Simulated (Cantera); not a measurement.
Charge: 1 mol B₂O₃, 6 mol H₂, at 73.5 Torr.

These are equilibrium values from Cantera (NASA tables, ideal gas, pure condensed phases), not measurements of a reactor. Candidate condensed phases: B, B₂O₃, B₃O₃H₃, H₂O; 23 gas species. Kinetics and transport are ignored.

Question: At 877 °C, list the 3 most abundant gas species with their mole fractions, and the condensed phases.

Answer: H₂ 1.000, H₂O 1.30e-5, HBO 1.11e-5. Condensed: B₂O₃(l).
